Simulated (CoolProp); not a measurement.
Decamethyltetrasiloxane (MD2M) along the isotherm 375 K: Z from the reference equation and from simpler models built on Tc = 599.4 K, pc = 1144 kPa, ω = 0.635; each cubic takes its own stable root.

Model: reference Helmholtz-energy equation of state, Thol 2017, in CoolProp.

```
p (kPa)   phase  reference  Redlich-Kwong  Soave-Redlich-Kwong
-------  ------  ---------  -------------  -------------------
35.8     liquid   0.004625         0.9597             0.005198
71.5     liquid   0.009236        0.01124              0.01038
107      liquid    0.01382        0.01681              0.01553
143      liquid    0.01847        0.02246              0.02075
179      liquid    0.02311        0.02810              0.02597
215      liquid    0.02776        0.03374              0.03119
250      liquid    0.03227        0.03921              0.03626
286      liquid    0.03692        0.04484              0.04147
322      liquid    0.04156        0.05046              0.04668
358      liquid    0.04620        0.05607              0.05189
393      liquid    0.05071        0.06153              0.05695
429      liquid    0.05535        0.06713              0.06216
465      liquid    0.05999        0.07274              0.06736
501      liquid    0.06463        0.07833              0.07256
536      liquid    0.06913        0.08377              0.07762
572      liquid    0.07377        0.08936              0.08282
```

At some of these states Redlich-Kwong gives the other phase, because its saturation line lies elsewhere.
